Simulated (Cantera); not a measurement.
## Catalytic combustion on Pt

An isothermal plug-flow reactor at 1200 K and 1.18 atm (inlet), inlet velocity 0.13 m/s, active area per volume 640 1/m; feed CH4 : O2 : N2 = 0.0056 : 0.061 : 0.79 (molar parts).

Cantera simulation using Deutschmann's 1995 Pt surface mechanism with GRI-Mech 3.0 gas chemistry; the numbers are that mechanism's predictions, not measurements. Catalytic surfaces can have several steady states; this one follows from the mechanism file's or the stated starting coverage. Mass transfer to the wall is taken as infinitely fast.

```json
[
 {"z (m)": "0.00092", "x CH4": "0.000683", "x O2": "0.0597", "x H2O": "0.0115", "x CO2": "0.00569", "x CO": "1.18e-6", "θ free Pt": "0.442", "θ O*": "0.556", "θ OH*": "0.00146"},
 {"z (m)": "0.0018", "x CH4": "7.09e-5", "x O2": "0.0585", "x H2O": "0.0128", "x CO2": "0.00633", "x CO": "2.63e-7", "θ free Pt": "0.443", "θ O*": "0.555", "θ OH*": "0.00153"},
 {"z (m)": "0.0034", "x CH4": "1.12e-6", "x O2": "0.0583", "x H2O": "0.0130", "x CO2": "0.00644", "x CO": "5.07e-8", "θ free Pt": "0.444", "θ O*": "0.555", "θ OH*": "0.00155"},
 {"z (m)": "0.0066", "x CH4": "1.47e-9", "x O2": "0.0582", "x H2O": "0.0130", "x CO2": "0.00647", "x CO": "2.59e-8", "θ free Pt": "0.444", "θ O*": "0.555", "θ OH*": "0.00155"},
 {"z (m)": "0.013", "x CH4": "2.13e-10", "x O2": "0.0582", "x H2O": "0.0130", "x CO2": "0.00651", "x CO": "9.19e-9", "θ free Pt": "0.444", "θ O*": "0.555", "θ OH*": "0.00155"},
 {"z (m)": "0.025", "x CH4": "8.89e-11", "x O2": "0.0582", "x H2O": "0.0131", "x CO2": "0.00652", "x CO": "1.59e-9", "θ free Pt": "0.444", "θ O*": "0.555", "θ OH*": "0.00155"},
 {"z (m)": "0.048", "x CH4": "5.67e-11", "x O2": "0.0581", "x H2O": "0.0131", "x CO2": "0.00653", "x CO": "3.88e-10", "θ free Pt": "0.444", "θ O*": "0.555", "θ OH*": "0.00155"},
 {"z (m)": "0.092", "x CH4": "2.69e-11", "x O2": "0.0581", "x H2O": "0.0131", "x CO2": "0.00653", "x CO": "1.75e-10", "θ free Pt": "0.444", "θ O*": "0.555", "θ OH*": "0.00155"}
]
```
x: gas mole fraction; θ: surface coverage.
